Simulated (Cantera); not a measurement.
Input (Python, Cantera):

```python
import numpy as np
import cantera as ct

gas = ct.Solution("gri30.yaml")
gas.TPX = 1123, 940000, {'CO': 1, 'H2': 1.1, 'CH4': 0.41, 'O2': 1.25, 'N2': 4.69, 'C2H6': 0.1}
reactor = ct.IdealGasReactor(gas, energy="on", clone=False)
net = ct.ReactorNet([reactor])
net.rtol, net.atol = 1e-08, 1e-16
show = ['CO', 'H2', 'CH4', 'OH', 'CO2', 'H2O']
times = np.geomspace(6e-06, 1, 12)

steps = ct.SolutionArray(gas, extra=["t"])
rows = []
print(f"{'t/s':>10s}{'T/K':>9s}{'P/Pa':>11s}" + "".join(f"{s:>11s}" for s in show))
for t in times:
    while net.time < t:
        t_next = net.step()
        steps.append(gas.state, t=t_next)
    rows.append([np.interp(t, steps.t, y) for y in (steps.T, steps.P, *steps(*show).X.T)])
    print(f"{t:10.3e}{rows[-1][0]:9.1f}{rows[-1][1]:11.4g}" + "".join(f"{x:11.3e}" for x in rows[-1][2:]))
rate = np.gradient(steps.T, steps.t)
print("integrator steps:", len(steps.t))
if steps.T.max() > steps.T[0] + 200:
    print(f"time of steepest temperature rise: {steps.t[rate.argmax()]:.4e} s")
gas.TPX = 1123, 940000, {'CO': 1, 'H2': 1.1, 'CH4': 0.41, 'O2': 1.25, 'N2': 4.69, 'C2H6': 0.1}
gas.equilibrate("UV")
print(f"equilibrium (UV): T = {gas.T:.1f} K  " + "  ".join(f"{s} {gas[s].X[0]:.3e}" for s in show))
```

Output:

```
       t/s      T/K       P/Pa         CO         H2        CH4         OH        CO2        H2O
 6.000e-06   1123.0    9.4e+05  1.170e-01  1.287e-01  4.795e-02  2.243e-10  2.451e-08  3.692e-08
 1.790e-05   1123.0    9.4e+05  1.170e-01  1.287e-01  4.795e-02  5.542e-10  1.603e-07  2.270e-07
 5.340e-05   1123.0    9.4e+05  1.170e-01  1.287e-01  4.795e-02  2.120e-09  1.589e-06  2.071e-06
 1.593e-04   1123.6  9.405e+05  1.169e-01  1.286e-01  4.795e-02  2.336e-08  3.242e-05  4.359e-05
 4.753e-04   1234.2  1.031e+06  1.155e-01  1.244e-01  4.538e-02  6.050e-06  2.845e-03  1.091e-02
 1.418e-03   2911.9  2.445e+06  1.452e-01  8.144e-02  2.098e-10  4.524e-03  4.244e-02  1.716e-01
 4.231e-03   2911.9  2.445e+06  1.452e-01  8.144e-02  2.098e-10  4.524e-03  4.244e-02  1.716e-01
 1.262e-02   2911.9  2.445e+06  1.452e-01  8.144e-02  2.098e-10  4.524e-03  4.244e-02  1.716e-01
 3.766e-02   2911.9  2.445e+06  1.452e-01  8.144e-02  2.098e-10  4.524e-03  4.244e-02  1.716e-01
 1.123e-01   2911.9  2.445e+06  1.452e-01  8.144e-02  2.098e-10  4.524e-03  4.244e-02  1.716e-01
 3.352e-01   2911.9  2.445e+06  1.452e-01  8.144e-02  2.098e-10  4.524e-03  4.244e-02  1.716e-01
 1.000e+00   2911.9  2.445e+06  1.452e-01  8.144e-02  2.098e-10  4.524e-03  4.244e-02  1.716e-01
integrator steps: 2108
time of steepest temperature rise: 5.0360e-04 s
equilibrium (UV): T = 2911.9 K  CO 1.452e-01  H2 8.144e-02  CH4 2.365e-10  OH 4.524e-03  CO2 4.244e-02  H2O 1.716e-01
```

Detailed kinetics in Cantera: GRI-Mech 3.0 (53 species, 325 reactions).
